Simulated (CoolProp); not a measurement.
A single-stage vapour-compression cycle with R124: evaporating at 264.15 K (dew point), condensing at 332.15 K (bubble point), superheat 5 K, subcooling 5 K, compressor efficiency 0.6, no pressure losses. Each further row changes one setting.

Computed with CoolProp (reference Helmholtz-energy equation of state, de Vries 1995).

```
case                              cooling COP  pressure ratio  discharge temperature (K)  refrigerating effect (kJ/kg)  volumetric capacity (kJ/m³)
--------------------------------  -----------  --------------  -------------------------  ----------------------------  ---------------------------
as stated                                1.66            8.50                      358.6                          96.5                          705
evaporating temperature 269.15 K            …            6.96                          …                          99.5                          877
condensing temperature 327.15 K             …            7.50                          …                           103                          749
subcooling 10 K                          1.76            8.50                      358.6                           103                          749
superheat 15 K                           1.70            8.50                      369.6                           104                          726
compressor efficiency 0.5                1.38            8.50                      371.4                          96.5                          705
```

Some entries are withheld; supply them.


- evaporating temperature 269.15 K, cooling COP: 1.88
- evaporating temperature 269.15 K, discharge temperature (K): 356.1
- condensing temperature 327.15 K, cooling COP: 1.87
- condensing temperature 327.15 K, discharge temperature (K): 353.1
